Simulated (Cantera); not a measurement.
Charge: 1 mol Fe₃O₄, 7.8 mol C, 3.8 mol N₂, at 100 Torr.

Method: chemical equilibrium by Gibbs-energy minimisation in Cantera with the NASA 1993 tables (ideal gas, pure condensed phases). Candidate condensed phases: C, Fe, Fe(CO)₅, FeO, Fe₂O₃, Fe₃O₄; 27 gas species. Iron dissolves carbon and melts from about 1420 K in contact with it, which pure phases cannot show. Condensed phases not in the tables: cementite and carbon dissolved in iron. Rates play no part.

Question: At 1527 °C, list the 3 most abundant gas species with their mole fractions, and the condensed phases.

Answer: CO 0.513, N₂ 0.487, Fe 0.000221. Condensed: C(graphite) + Fe(δ).
